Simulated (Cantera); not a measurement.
A closed system holds: 1 mol SiH4, 39 mol N2, at 825 K and 0.0170 bar.

Cantera equilibrium calculation (NASA polynomials, part measured and part estimated; ideal gas, pure solids and liquids). Candidate condensed phases: Si, Si3N4; 18 gas species. N2 is the only nitrogen source here; it is nearly inert below about 1500 K, so the nitride shown seldom forms there in practice. Equilibrium is a limit: real reactors are often held back by kinetics, nucleation or transport.

Base state: N2 0.950, H2 0.0496 (mole fractions); condensed: Si3N4(s).

### Question
What changes in the equilibrium state with this change: SiH4 replaced by trisilylamine?

### Answer
```csv
species,before,after
N2,0.950,0.893
H2,0.0496,0.107
"Si3N4(s), mol",0.333,1.00
```
The feed counts by its element totals alone.
